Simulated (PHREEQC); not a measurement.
# Alkaline etch or developer: an equilibrium model

Solution (52 °C): 0.33 mol TMAH and 0.3 mol (CH3)4NCl per kg of water. Closed to the air; pH follows from the charge balance.

Computed with PHREEQC (ion-association model, phreeqc.dat).

This is a speciation only: nothing precipitates in the calculation.

### Question
Estimate the pH, activity of water.

### Answer
pH 12.52; activity of water 0.979.

Complexes and solids missing from the database can't appear. (CH3)4N+ isn't in the database: it is added as a free cation with an ion size of 4 Å. At this temperature some constants are extrapolated from 25 °C, and those without enthalpy data are left unchanged.
